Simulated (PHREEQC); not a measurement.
Make-up at 25 °C: 0.22 mol/kgw NaHCO3, 0.0052 mol/kgw Na2CO3 and 0.043 mol/kgw LiCl. Closed to the air; pH follows from the charge balance.

Computed with PHREEQC (ion-association model, wateq4f.dat).

No solid was allowed to form.

Task: Order these C species by the share of C that they hold, largest first: HCO3-, CO3-2, CO2, NaHCO3, NaCO3-.

Result: HCO3- (90 %), NaHCO3 (5.5 %), NaCO3- (1.8 %), CO3-2 (1.5 %), CO2 (0.99 %)

Task: Order these Na species by the share of Na that they hold, largest first: NaCO3-, NaHCO3, Na+.

Result: Na+ (93 %), NaHCO3 (5.3 %), NaCO3- (1.7 %)

The pH is 8.15 and the ionic strength 0.261 mol/kgw.
